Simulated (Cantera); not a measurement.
**Equilibrium for calcination and drying: MgCO3 + CO2**

Feed: 1 mol MgCO3, 0.04 mol CO2, equilibrated at 1.10 bar.

Cantera equilibrium calculation (NASA polynomials, part measured and part estimated; ideal gas, pure solids and liquids). Candidate condensed phases: C, Mg, MgCO3, MgO; 15 gas species. The numbers say what is thermodynamically allowed, not how fast it happens.

```tsv
T (K)	x CO2	x CO	x O2	x O	x Mg	x MgO	n MgO(s)
1573	0.999	0.000705	0.000352	1.87e-7	1.35e-12	<1e-12	1.00
1648	0.998	0.00135	0.000674	6.27e-7	1.25e-11	4.13e-12	1.00
1723	0.996	0.00244	0.00122	1.89e-6	9.48e-11	3.33e-11	1.00
1798	0.994	0.00418	0.00209	5.20e-6	6.07e-10	2.25e-10	1.00
1873	0.990	0.00686	0.00342	1.32e-5	3.34e-9	1.30e-9	1.00
1948	0.984	0.0108	0.00539	3.11e-5	1.61e-8	6.57e-9	1.00
2023	0.975	0.0164	0.00818	6.87e-5	6.91e-8	2.94e-8	1.00
```
x: gas mole fraction; n: condensed amount in mol.

From 1573 K to 2023 K the condensed part is MgO(s).
